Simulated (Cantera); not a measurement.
# Halide evaporation, hydrolysis and transport: MgF₂ + H₂

A closed system holds: 1 mol MgF₂, 5.7 mol H₂, held at 1552 °C and 0.120 bar.

Method: chemical equilibrium by Gibbs-energy minimisation in Cantera with the NASA 1993 tables (ideal gas, pure condensed phases). Candidate condensed phases: Mg, MgF₂; 17 gas species. The tables' values for MgH are old estimates; treat these amounts as uncertain. Kinetics and transport are ignored.

```
Item                                 Result
--------------------------------  ---------
x(H₂)                                 0.887
x(HF)                                0.0451
x(MgF₂)                              0.0410
x(Mg)                                0.0193
x(MgF)                              0.00643
x(H)                                0.00120
x(MgH)                              8.68e-5
x(Mg₂F₄)                            2.92e-5
n(MgF₂(l))                        0.581 mol
gas amount                        6.263 mol
log10 activity of Mg(l) (absent)      -3.85
```
